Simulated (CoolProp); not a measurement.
A single-stage vapour-compression cycle with c-C4F8 (RC318): evaporating at 284.15 K (dew point), condensing at 353.15 K (bubble point), superheat 5 K, subcooling 2 K, compressor efficiency 0.6, no pressure losses. Each further row changes one setting.

Values from CoolProp's reference Helmholtz-energy equation of state, Platzer 1990. This equation is an older, rougher fit; its heat capacities, sound speeds and derivatives of the liquid may be far off and weren't checked against measurements.

```csv
case,cooling COP,pressure ratio,discharge temperature (K),refrigerating effect (kJ/kg),volumetric capacity (kJ/m³)
as stated,1.08,6.90,353.1,35.5,616
evaporating temperature 289.15 K,1.29,5.79,353.1,38.9,799
condensing temperature 348.15 K,1.34,6.17,348.1,41.9,728
subcooling 7 K,1.28,6.90,353.1,42.0,729
superheat 15 K,1.22,6.90,357.2,43.5,723
compressor efficiency 0.5,0.899,6.90,353.5,35.5,616
```

The compression ends wet for: as stated; evaporating temperature 289.15 K; condensing temperature 348.15 K; subcooling 7 K.
